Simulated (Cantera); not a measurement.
What does this Cantera script print?

```python
import numpy as np
import cantera as ct

gas_names = """
    Ca CaF CaF2 CaO CaOH CaO2H2 Ca2 F FO FO2 F2 F2O H HF HOF HO2 H2 H2F2 H2O H2O2 H3F3 H4F4 H5F5 H6F6
    H7F7 O OH O2 O3
""".split()
cond_names = """
    Ca(a) Ca(b) Ca(L) CaF2(a) CaF2(b) CaF2(L) CaO(s) CaO(L) CaO2H2(s) H2O(s) H2O(L)
""".split()


def load(file, names, dense=False):
    # The tables refer to 1 bar. Condensed volumes are neglected.
    table = {s.name: s for s in ct.Species.list_from_file(file)}
    out = []
    for n in names:
        d = dict(table[n].input_data)
        d["thermo"] = dict(d["thermo"], **{"reference-pressure": 1e5})
        if dense:
            d["equation-of-state"] = {"model": "constant-volume", "density": "1e6 g/cm^3"}
        out.append(ct.Species.from_dict(d))
    return out


gas = ct.Solution(thermo="ideal-gas", species=load("nasa_gas.yaml", gas_names))
cond = {s.name: ct.Solution(thermo="fixed-stoichiometry", species=[s], name=s.name)
        for s in load("nasa_condensed.yaml", cond_names, dense=True)}
atoms = {
    'CaF2': {'Ca': 1, 'F': 2},
    'O2': {'O': 2},
    'H2': {'H': 2},
}
top_T = {}  # K; cautious upper limits of use, not melting points


def equilibrate(T, P, feed):
    n = {}
    for name, mol in feed.items():
        for a, k in atoms[name].items():
            n[a] = n.get(a, 0.0) + k * mol
    gas.TPX = T, P, n
    mass = sum(n.values()) * gas.mean_molecular_weight
    gas.equilibrate("TP")
    valid = [c for c in cond.values() if c.min_temp <= T <= top_T.get(c.name, c.max_temp)]
    mix = ct.Mixture([(gas, mass / gas.mean_molecular_weight)] + [(c, 0.0) for c in valid])
    mix.T, mix.P = T, P
    mix.equilibrate("TP", solver="vcs", rtol=1e-11, max_steps=5000)
    return mix


results = []
feed = {'CaF2': 1, 'O2': 0.12, 'H2': 0.14}  # mol
T = 1025  # K
P = 1333.22  # Pa
mix = equilibrate(T, P, feed)
results.append((T, P, feed, dict(zip(mix.species_names, mix.species_moles))))
x = sorted(zip(gas.X, gas.species_names), reverse=True)
print(f"T = {T:g} K  P = {P:g} Pa  gas = {mix.phase_moles(0):.4g} mol")
print("   x: " + "  ".join(f"{s} {v:.3e}" for v, s in x if v > 1e-05))
print("   condensed (mol): " + ("  ".join(f"{mix.phase(i).name} {mix.phase_moles(i):.4g}"
      for i in range(1, mix.n_phases) if mix.phase_moles(i) > 1e-12) or "none"))
```

Output:

```
T = 1025 K  P = 1333.22 Pa  gas = 0.1901 mol
   x: H2O 7.363e-01  O2 2.631e-01  HF 6.782e-04
   condensed (mol): CaF2(a) 0.9999  CaO(s) 6.445e-05
```

These are equilibrium values from Cantera (NASA tables, ideal gas, pure condensed phases), not measurements of a reactor. Mutual solubility and eutectic melting of coexisting phases are not modelled.
